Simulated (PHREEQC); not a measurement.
A solution holds 0.052 mol/kgw KOH, 0.00074 mol/kgw KNO3 and 0.0037 mol/kgw KH2PO4, at 20 °C. Closed to the air; pH follows from the charge balance.

Equilibrium calculation in PHREEQC: ion-association model, phreeqc.dat.

Precipitation was switched off in this run.

### Question
What pH, ionic strength does the model give?

### Answer
pH 12.72; ionic strength 0.0665 mol/kgw.

### Question
In which forms is P present?

### Answer
PO4-3 87 %, HPO4-2 13 %, KHPO4- 0.6 % of the P.

Species that the database lacks are ignored.
